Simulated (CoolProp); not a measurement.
A single-stage vapour-compression cycle with the fluid: evaporating at 296.15 K (dew point), condensing at 355.15 K (bubble point), superheat 5 K, subcooling 5 K, compressor efficiency 0.6, no pressure losses. The same conditions are run with several fluids, on thermodynamics alone (safety and materials aside).

Computed with CoolProp (reference Helmholtz-energy equation of state of each fluid (sulfur dioxide: Gao 2016; methanol: de Reuck 1993; isohexane: Lemmon 2006; R124: de Vries 1995; tetrahydrofuran: Fiedler 2023; cyclopropane: Polt 1992)). The equations of Platzer and Polt are older, rougher fits.

```csv
fluid,cooling COP,pressure ratio,discharge temperature (K),refrigerating effect (kJ/kg),volumetric capacity (kJ/m³)
sulfur dioxide,2.42,5.14,481.2,284,2840
methanol,2.56,12.7,540.1,1040,207
isohexane,2.35,7.44,359.1,229,209
R124,2.09,4.58,371.0,86.4,1870
tetrahydrofuran,2.63,8.38,407.6,354,203
cyclopropane,2.27,3.83,394.9,279,3650
```
